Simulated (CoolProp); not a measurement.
Vapour-liquid equilibrium of n-pentane (1) + acetone (2) at 0.0634 MPa; x and y are mole fractions of (1).

Model: multi-fluid Helmholtz-energy mixture model, Thol 2019 and Lemmon 2006; pair parameters Bell 2016, in CoolProp.

Give the bubble temperature and the first vapour's composition at x = 0.2, 0.35, 0.95. Is there an azeotrope?

x = 0.2: 297.1 K, y = 0.596; x = 0.35: 294.2 K, y = 0.667; x = 0.95: 294.5 K, y = 0.900. y crosses x between x = 0.65 and 0.8: the model has an azeotrope there.

The pair parameters rest on a limited set of measurements; away from them the model extrapolates.
